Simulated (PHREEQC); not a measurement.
KOH is added in steps, without added water, to 1 kg of water holding 3 mmol/kgw CaSO4, 0.4 mmol/kgw Na2CO3 and 13 mmol/kgw NaCl, at 21 °C. O2 is buffered at 0.21 atm. No CO2 enters from the air. Only these solids could form: Calcite, Gypsum, Portlandite, Halite, Mirabilite, Nahcolite, Natron.

Base run: PHREEQC, ion-association model, wateq4f.dat. Each further column changes one thing. The table gives C in solution (mol/kgw).

```tsv
KOH added (mol)	base	Na2CO3 from 0.0004 to 0.00036 mol/kgw	temperature from 21 to 5 °C
0	3.60e-5	3.57e-5	2.83e-5
6.475e-05	1.94e-5	1.93e-5	1.53e-5
0.0001202	1.58e-5	1.57e-5	1.34e-5
0.000185	1.41e-5	1.40e-5	1.26e-5
0.0002498	1.33e-5	1.32e-5	1.22e-5
0.0003053	1.28e-5	1.27e-5	1.20e-5
0.00037	1.25e-5	1.24e-5	1.19e-5
```

 Constants without temperature data keep their 25 °C values here.
